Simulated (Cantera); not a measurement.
A closed system holds: 1 mol Cr, 10 mol NH₃, equilibrated at 62.0 mbar.

Equilibrium computed with Cantera from the NASA thermochemical tables; the gas is ideal and each condensed phase is pure. Candidate condensed phases: Cr, CrN, Cr₂N; 11 gas species. Rates play no part.

Task: What share of the Cr ends up in condensed phases as a function of T (K), at 1900, 1950, 2000, 2050, 2100, 2150, 2200, 2250, 2300?

Result: 
```csv
T (K),Cr condensed (%),as
1900,88.6,Cr(s)
1950,79.0,Cr(s)
2000,62.3,Cr(s)
2050,33.9,Cr(s)
2100,0.0,-
2150,0.0,-
2200,0.0,-
2250,0.0,-
2300,0.0,-
```
